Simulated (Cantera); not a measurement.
## SiCl4 + NH3 + H2 (silicon nitride deposition)

Feed: 1 mol SiCl4, 0.68 mol NH3, 36 mol H2, held at 0.555 Torr.

These are equilibrium values from Cantera (NASA tables, ideal gas, pure condensed phases), not measurements of a reactor. Candidate condensed phases: NH4Cl, Si, Si3N4; 28 gas species. Mutual solubility and eutectic melting of coexisting phases are not modelled. The tables' values for SiCl3, SiCl, SiN are old estimates; treat these amounts as uncertain. Gases not in the tables: Si2H6 and higher silanes. Rates play no part.

```csv
T (°C),x H2,x HCl,x H,x SiCl2,x Si,x SiCl4,x N2,x Cl,n Si3N4(s),n Si(s),n Si(l)
525,0.934,0.0531,9.47e-11,2.17e-7,<1e-12,0.0125,4.27e-7,5.59e-12,0.170,0,0
625,0.934,0.0537,3.89e-9,3.20e-5,<1e-12,0.0120,2.00e-7,2.18e-10,0.170,0,0
725,0.930,0.0572,7.63e-8,0.00125,<1e-12,0.00964,2.08e-7,4.37e-9,0.170,0,0
825,0.918,0.0693,8.71e-7,0.00744,2.05e-11,0.00323,2.06e-6,5.90e-8,0.170,0,0
925,0.912,0.0757,6.67e-6,0.0114,1.34e-9,0.000395,5.34e-5,4.81e-7,0.169,0,0
1025,0.911,0.0744,3.76e-5,0.0134,4.56e-8,4.59e-5,0.000843,2.59e-6,0.154,0,0
1125,0.907,0.0697,0.000166,0.0158,1.05e-6,6.80e-6,0.00741,1.05e-5,0.0244,0.300,0
1225,0.906,0.0683,0.000601,0.0165,1.36e-5,1.28e-6,0.00864,3.65e-5,0,0.346,0
1325,0.905,0.0670,0.00186,0.0171,0.000126,2.96e-7,0.00863,0.000109,0,0.316,0
1425,0.902,0.0659,0.00505,0.0173,0.000887,8.08e-8,0.00860,0.000287,0,0,0.266
1525,0.890,0.0674,0.0122,0.0158,0.00417,2.51e-8,0.00854,0.000708,0,0,0.166
1625,0.866,0.0729,0.0267,0.0115,0.0115,8.01e-9,0.00840,0.00170,0,0,0
1725,0.829,0.0806,0.0537,0.00556,0.0170,1.99e-9,0.00823,0.00389,0,0,0
```
x: gas mole fraction; n: condensed amount in mol.

From 525 °C to 1025 °C the condensed part is Si3N4(s). At 1125 °C the condensed part is Si(s) + Si3N4(s). From 1225 °C to 1325 °C the condensed part is Si(s). From 1425 °C to 1525 °C the condensed part is Si(l). From 1625 °C to 1725 °C nothing is condensed. The main Si-bearing gas is SiCl4 at 525 °C and Si at 1725 °C.
